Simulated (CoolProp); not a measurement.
Values from CoolProp's reference Helmholtz-energy equation of state, Gedanitz 2015.

Question: Give the vapour pressure (MPa), vapour Z, surface tension (mN/m) of saturated cyclopentane at 363.1, 428.8, 481.4 K.

Answer: 
```
T (K)  p (MPa)  vapour Z  surface tension (mN/m)
-----  -------  --------  ----------------------
363.1    0.326     0.919                    13.2
428.8     1.30     0.786                    5.88
481.4     2.99     0.597                    1.45
```

Surface tension comes from a separate correlation (Mulero 2014).
